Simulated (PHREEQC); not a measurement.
Consider water at 25 °C with 0.0018 mol/kgw Pb(NO3)2, 0.02 mol/kgw CuCl2 and 0.11 mol/kgw NaCl. Closed to the air; pH follows from the charge balance.

Model: ion-association model, wateq4f.dat, run in PHREEQC.

| quantity | before | after |
|---|---|---|
| pH | 4.67 | 5.16 |
| Cu+2 (mol/kgw) | 0.0175 | 0.00194 |
| CuCl+ (mol/kgw) | 0.00236 | 4.77e-5 |
| CuCl2 (mol/kgw) | 9.43e-5 | 2.91e-7 |
| Cu2(OH)2+2 (mol/kgw) | 1.09e-5 | 2.21e-6 |
| CuOH+ (mol/kgw) | 3.88e-6 | 1.97e-6 |
| SI of Tenorite (CuO) | -0.49 | -0.22 |
| SI of Atacamite (Cu2(OH)3Cl) | +1.26 | +0.41 |

Problem. What was changed between the two runs?
A. diluted 10-fold with water
B. Pb(NO3)2 replaced by Al(NO3)3 at the same molality
C. CuCl2 from 0.02 to 0.018 mol/kgw

Solution. A, diluted 10-fold with water

No solid was allowed to form. Some of these states are supersaturated (in Atacamite, for instance).
